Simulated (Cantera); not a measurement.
A Cantera script and what it prints.

```python
import numpy as np
import cantera as ct

gas_names = """
    Cr CrN H H2 N NH NH2 NH3 N2 N2H2 N2H4
""".split()
cond_names = """
    Cr(cr) Cr(L) CrN(s) Cr2N(s)
""".split()


# ... load() reads the species with a 1 bar reference pressure and builds the phases ...
atoms = {
    'Cr': {'Cr': 1},
    'NH3': {'N': 1, 'H': 3},
    'N2': {'N': 2},
}
top_T = {'CrN(s)': 1900, 'Cr2N(s)': 1900}  # K; cautious upper limits of use, not melting points


# ... equilibrate(T, P, feed) seeds the gas with the atoms and calls Mixture.equilibrate('TP', solver="vcs", rtol=1e-11, max_steps=5000) ...
results = []
feed = {'Cr': 1, 'NH3': 0.11, 'N2': 46}  # mol
P = 2.1  # Pa
for T in [900, 1000, 1100, 1200, 1300, 1400, 1500, 1600, 1700, 1800, 1900]:
    mix = equilibrate(T, P, feed)
    results.append((T, P, feed, dict(zip(mix.species_names, mix.species_moles))))
    x = sorted(zip(gas.X, gas.species_names), reverse=True)
    print(f"T = {T:g} K  P = {P:g} Pa  gas = {mix.phase_moles(0):.4g} mol")
    print("   x: " + "  ".join(f"{s} {v:.3e}" for v, s in x if v > 1e-06))
    print("   condensed (mol): " + ("  ".join(f"{mix.phase(i).name} {mix.phase_moles(i):.4g}"
          for i in range(1, mix.n_phases) if mix.phase_moles(i) > 1e-12) or "none"))
```

Result:

```
T = 900 K  P = 2.1 Pa  gas = 45.97 mol
   x: N2 9.964e-01  H2 3.589e-03
   condensed (mol): Cr2N(s) 0.5
T = 1000 K  P = 2.1 Pa  gas = 45.97 mol
   x: N2 9.964e-01  H2 3.589e-03
   condensed (mol): Cr2N(s) 0.5
T = 1100 K  P = 2.1 Pa  gas = 46.22 mol
   x: N2 9.964e-01  H2 3.570e-03
   condensed (mol): Cr(cr) 1
T = 1200 K  P = 2.1 Pa  gas = 46.22 mol
   x: N2 9.964e-01  H2 3.569e-03  Cr 1.127e-05  H 2.572e-06
   condensed (mol): Cr(cr) 0.9995
T = 1300 K  P = 2.1 Pa  gas = 46.23 mol
   x: N2 9.962e-01  H2 3.562e-03  Cr 2.267e-04  H 1.441e-05
   condensed (mol): Cr(cr) 0.9895
T = 1400 K  P = 2.1 Pa  gas = 46.36 mol
   x: N2 9.935e-01  H2 3.528e-03  Cr 2.937e-03  H 6.304e-05
   condensed (mol): Cr(cr) 0.8638
T = 1500 K  P = 2.1 Pa  gas = 47.23 mol
   x: N2 9.752e-01  Cr 2.118e-02  H2 3.382e-03  H 2.234e-04
   condensed (mol): none
T = 1600 K  P = 2.1 Pa  gas = 47.24 mol
   x: N2 9.750e-01  Cr 2.117e-02  H2 3.160e-03  H 6.669e-04
   condensed (mol): none
T = 1700 K  P = 2.1 Pa  gas = 47.26 mol
   x: N2 9.745e-01  Cr 2.116e-02  H2 2.662e-03  H 1.659e-03
   condensed (mol): none
T = 1800 K  P = 2.1 Pa  gas = 47.3 mol
   x: N2 9.737e-01  Cr 2.114e-02  H 3.334e-03  H2 1.821e-03
   condensed (mol): none
T = 1900 K  P = 2.1 Pa  gas = 47.34 mol
   x: N2 9.728e-01  Cr 2.112e-02  H 5.181e-03  H2 8.950e-04
   condensed (mol): none
```

Cantera equilibrium calculation (NASA polynomials, part measured and part estimated; ideal gas, pure solids and liquids).
